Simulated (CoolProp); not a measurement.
Properties of R1336mzz(E) at several states.

Computed with CoolProp (reference Helmholtz-energy equation of state, Akasaka 2023).

```csv
T (°C),p (bar),phase,density (kg/m³),cp (kJ/(kg K)),cv (kJ/(kg K)),Joule-Thomson coefficient (K/MPa),fugacity coefficient
-8.65,2.27,liquid,1421,1.207,0.8646,-0.2970,0.2128
38.95,0.463,gas,2.972,0.8365,0.7819,21.68,0.9852
17.45,7.11,liquid,1350,1.231,0.8766,-0.2231,0.2000
56.65,57,liquid,1255,___,0.8975,-0.1057,___
26.65,14,liquid,___,1.239,0.8813,-0.1925,0.1436
```

Question: Fill in the missing entries.

Answer: 
- 56.65, cp (kJ/(kg K)): 1.252
- 56.65, fugacity coefficient: 0.1012
- 26.65, density (kg/m³): 1326
